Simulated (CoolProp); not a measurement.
A single-stage vapour-compression cycle with R123: evaporating at 316.15 K (dew point), condensing at 362.15 K (bubble point), superheat 10 K, subcooling 0 K, compressor efficiency 0.8, no pressure losses. Each further row changes one setting.

The numbers come from the reference Helmholtz-energy equation of state, Younglove 1994 in CoolProp. It is a modified Benedict-Webb-Rubin equation, recast in Helmholtz form.

| case | cooling COP | pressure ratio | discharge temperature (K) | refrigerating effect (kJ/kg) | volumetric capacity (kJ/m³) |
|---|---|---|---|---|---|
| as stated | 4.47 | 3.58 | 371.6 | 121 | 1230 |
| evaporating temperature 321.15 K | 5.22 | 3.05 | 371.3 | 124 | 1470 |
| condensing temperature 357.15 K | 5.17 | 3.17 | 366.9 | 127 | 1290 |
| subcooling 5 K | 4.68 | 3.58 | 371.6 | 127 | 1290 |
| superheat 20 K | 4.56 | 3.58 | 381.7 | 129 | 1260 |
| compressor efficiency 0.7 | 3.92 | 3.58 | 376.2 | 121 | 1230 |
